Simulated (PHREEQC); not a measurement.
A made-up water analysis in mmol/kgw, 25 °C, pH 6.93, pe -0.8: Na 0.0478; K 0.00473; Ca 0.0855; Mg 0.0332; Cl 0.127; S(6) 0.0405; Alkalinity (meq/kgw) 0.0847; Fe(2) 0.00482; Si 0.00035; Mn(2) 0.0089.

Na is adjusted to close the charge balance.
Valence states are taken as typed.

Model: ion-association model, wateq4f.dat, run in PHREEQC.

| quantity | before | after |
|---|---|---|
| HCO3- (mol/kgw) | 8.44e-5 | 8.57e-5 |
| CO2 (mol/kgw) | 2.18e-5 | 0.000221 |
| CaSO4 (mol/kgw) | 5.52e-7 | 5.52e-7 |
| MgSO4 (mol/kgw) | 2.52e-7 | 2.51e-7 |
| CaHCO3+ (mol/kgw) | 8.29e-8 | 8.41e-8 |
| MnHCO3+ (mol/kgw) | 5.98e-8 | 6.09e-8 |
| SI of Rhodochrosite (MnCO3) | -1.45 | -2.45 |
| SI of Siderite (FeCO3) | -1.96 | -2.95 |

Problem. Which change was made?
A) all concentrations times 2 at the same typed pH
B) Si from 0.00035 to 0.000175 mmol/kgw
C) pH from 6.93 to 5.93 at the same alkalinity

Solution. C, pH from 6.93 to 5.93 at the same alkalinity

Precipitation was switched off in this run.
